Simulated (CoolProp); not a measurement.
Vapour-liquid equilibrium of propylene (1) + R115 (2) at 0.14 MPa; x and y are mole fractions of (1).

Values from CoolProp's multi-fluid Helmholtz-energy mixture model, Lemmon 2013 and Lemmon 2016; pair parameters Bell 2016.

| x | bubble temperature, mixture model (°C) | bubble temperature, Raoult's law (°C) | y, mixture model | y, Raoult's law |
|---|---|---|---|---|
| 0.05 | -33.9 | -32.2 | 0.127 | 0.069 |
| 0.15 | -37.3 | -33.2 | 0.314 | 0.200 |
| 0.25 | -39.6 | -34.1 | 0.438 | 0.322 |
| 0.35 | -41.2 | -35.0 | 0.523 | 0.434 |
| 0.45 | -42.1 | -35.9 | 0.585 | 0.539 |
| 0.55 | -42.7 | -36.7 | 0.635 | 0.637 |
| 0.65 | -43.0 | -37.6 | 0.680 | 0.727 |
| 0.75 | -43.0 | -38.4 | 0.729 | 0.812 |
| 0.85 | -42.6 | -39.1 | 0.797 | 0.891 |
| 0.95 | -41.4 | -39.9 | 0.909 | 0.965 |

The largest gap from Raoult's law is -6.2 K in bubble temperature, at x = 0.45. y crosses x between x = 0.65 and 0.75: the model has an azeotrope there.

The pair parameters rest on a limited set of measurements; away from them the model extrapolates.
